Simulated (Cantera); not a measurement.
## Transport properties of process gases

Gas mixture: N₂O = 0.15 (molar parts), at 4.93 atm, frozen composition.

Cantera's kinetic-theory transport with the Lennard-Jones parameters of GRI-Mech 3.0, ideal gas; thermal conductivity in the mixture-averaged form. The composition is frozen, though it would react at the higher temperatures.

```csv
T (K),ρ (kg/m³),cp (J/kg/K),μ (µPa s),λ (mW/m/K),Pr,D (cm²/s) CH₄,D (cm²/s) OH,D (cm²/s) NH₃
400,6.62,970.3,19.5,25.5,0.741,0.0589,0.0832,0.0572
550,4.81,1073,25.5,37.0,0.739,0.104,0.145,0.105
700,3.78,1150,30.8,47.9,0.739,0.159,0.220,0.165
850,3.11,1210,35.6,58.2,0.739,0.222,0.305,0.235
1000,2.65,1255,40.0,68.0,0.739,0.293,0.401,0.314
1150,2.30,1285,44.1,77.1,0.736,0.371,0.507,0.402
```
D: mixture-averaged diffusion coefficient of that species in the mixture.
